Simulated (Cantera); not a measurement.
A closed system holds: 1 mol SiCl4, 0.19 mol Cl2, 160 mol N2, at 0.700 bar.

These are equilibrium values from Cantera (NASA tables, ideal gas, pure condensed phases), not measurements of a reactor. Candidate condensed phases: Si, Si3N4; 13 gas species. The numbers say what is thermodynamically allowed, not how fast it happens. All values below are at 873 K.

Base state: N2 0.993, SiCl4 0.00620, Cl2 0.00118 (mole fractions); condensed: gas only.

Problem. What changes in the equilibrium state with this change: 0.084 mol H2 added?

Solution. 
```
species   before     after
-------  -------  --------
N2         0.993     0.992
SiCl4    0.00620   0.00620
HCl            0   0.00104
Cl2      0.00118  0.000657
```
Further candidate phases: NH4Cl.
